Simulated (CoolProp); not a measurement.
CH3F (R41) along the isotherm 294.8 K: Z from the reference equation and from simpler models built on Tc = 317.3 K, pc = 5906 kPa, ω = 0.200; each cubic takes its own stable root.

Model: reference Helmholtz-energy equation of state, Lemmon 2006, in CoolProp. It is a short technical equation, of lower accuracy than the large ones.

```csv
p (kPa),phase,reference
1230,gas,0.8877
2460,gas,0.7522
3690,liquid,0.08637
4920,liquid,0.1123
6150,liquid,0.1377
7380,liquid,0.1625
8610,liquid,0.1870
9840,liquid,0.2110
11100,liquid,0.2353
12300,liquid,0.2582
13500,liquid,0.2808
14800,liquid,0.3050
```

Task: How far does each simpler model (van der Waals, Peng-Robinson) lie from the reference over these 12 states: mean and median of the absolute difference, and the worst?

Result: 
- van der Waals: mean 116.2 %, median 72.0 %, worst +711.0 % at 294.8 K and 3690 kPa
- Peng-Robinson: mean 14.1 %, median 15.5 %, worst +21.0 % at 294.8 K and 3690 kPa

At some of these states van der Waals gives the other phase, because its saturation line lies elsewhere.
